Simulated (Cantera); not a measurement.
A closed system holds: 1 mol Fe2O3, 0.59 mol CH4, 0.14 mol N2, equilibrated at 3.00 bar.

Equilibrium computed with Cantera from the NASA thermochemical tables; the gas is ideal and each condensed phase is pure. Candidate condensed phases: C, C6H6, C7H8, C8H18, Fe, Fe(CO)5, FeO, Fe(OH)2, Fe(OH)3, Fe2O3, Fe3O4, H2O; 140 gas species. Mutual solubility and eutectic melting of coexisting phases are not modelled. The tables' stoichiometric FeO is somewhat more stable than real wüstite, so its field is too wide. FeO: taken at fixed stoichiometry. Rates play no part.

### Question
At 1725 K, list the 6 most abundant gas species with their mole fractions, and the condensed phases.

### Answer
H2 0.421, CO 0.273, H2O 0.196, N2 0.0733, CO2 0.0361, H 6.96e-5. Condensed: Fe(δ) + FeO(l).
